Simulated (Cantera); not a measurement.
Cantera run:

```python
import numpy as np
import cantera as ct

gas_names = [...]  # 114 gases of nasa_gas.yaml made of C, Fe, H, O
cond_names = """
    C(gr) C6H6(L) C7H8(L) C8H18(L),n-octa Fe(a) Fe(c) Fe(d) Fe(L) FeC5O5(L) FeO(s) FeO(L) Fe(OH)2(s)
    Fe(OH)3(s) Fe2O3(s) Fe3O4(s) H2O(s) H2O(L)
""".split()


# ... load() reads the species with a 1 bar reference pressure and builds the phases ...
atoms = {
    'Fe': {'Fe': 1},
    'CO2': {'C': 1, 'O': 2},
    'H2': {'H': 2},
}
top_T = {'C(gr)': 4500, 'Fe2O3(s)': 1830, 'Fe3O4(s)': 1870}  # K; cautious upper limits of use, not melting points


# ... equilibrate(T, P, feed) seeds the gas with the atoms and calls Mixture.equilibrate('TP', solver="vcs", rtol=1e-11, max_steps=5000) ...
results = []
feed = {'Fe': 1, 'CO2': 0.7, 'H2': 6.7}  # mol
P = 1000  # Pa
for T in [1148, 1173, 1198, 1223, 1248, 1273, 1298, 1323, 1348, 1373, 1398]:
    mix = equilibrate(T, P, feed)
    results.append((T, P, feed, dict(zip(mix.species_names, mix.species_moles))))

top = {s: max(r[3][s] / sum(r[3][g] for g in gas_names) for r in results) for s in gas_names}
cols = sorted((s for s in top if top[s] > 1e-05), key=lambda s: -top[s])[:8]
seen = [c for c in cond_names if any(r[3].get(c, 0) > 1e-12 for r in results)]
print("log10 of partial pressures in bar; condensed amounts in mol")
print(f"{'T/K':>10s}" + "".join(f"{s[:9]:>10s}" for s in cols + seen))
for T, P, feed, n in results:
    ng = sum(n[g] for g in gas_names)
    print(f"{T:10.4g}" + "".join(f"{np.log10(max(n[s] / ng * P / 1e5, 1e-99)):10.3f}" for s in cols)
          + "".join(f"{n.get(c, 0):10.4g}" for c in seen))
```

It prints:

```
log10 of partial pressures in bar; condensed amounts in mol
       T/K        H2        CO       H2O       CO2         H     Fe(a)     Fe(c)
      1148    -2.087    -3.061    -3.061    -4.108    -8.188         1         0
      1173    -2.087    -3.059    -3.059    -4.136    -7.972         1         0
      1198    -2.087    -3.057    -3.057    -4.162    -7.765         0         1
      1223    -2.088    -3.055    -3.055    -4.187    -7.566         0         1
      1248    -2.088    -3.053    -3.053    -4.211    -7.375         0         1
      1273    -2.088    -3.052    -3.052    -4.234    -7.191         0         1
      1298    -2.088    -3.050    -3.050    -4.257    -7.014         0         1
      1323    -2.088    -3.049    -3.049    -4.278    -6.844         0         1
      1348    -2.088    -3.048    -3.048    -4.299    -6.680         0         1
      1373    -2.089    -3.047    -3.047    -4.319    -6.522         0         1
      1398    -2.089    -3.046    -3.046    -4.338    -6.369         0         1
```

These are equilibrium values from Cantera (NASA tables, ideal gas, pure condensed phases), not measurements of a reactor.
